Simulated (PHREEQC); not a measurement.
Dissolve 28 mmol/kgw HNO3 at 25 °C. It is in equilibrium with CO2 at log p = 0 (atm). Otherwise closed; pH follows from the charge balance.

The numbers come from PHREEQC with the ion-association model, phreeqc.dat.

```
Quantity                       Value
--------------------  --------------
pH                              1.61
ionic strength        0.0280 mol/kgw
specific conductance     10600 µS/cm
total alkalinity        -28.0 meq/kg
```

| species | molality | activity | log γ |
|---|---|---|---|
| CO2 | 0.0336 | 0.0338 | 0.003 |
| H+ | 0.0280 | 0.0245 | -0.057 |
| NO3- | 0.0280 | 0.0237 | -0.073 |
| (CO2)2 | 2.09e-5 | 2.10e-5 | 0.003 |
| HCO3- | 7.12e-7 | 6.12e-7 | -0.066 |

No solid was allowed to form.
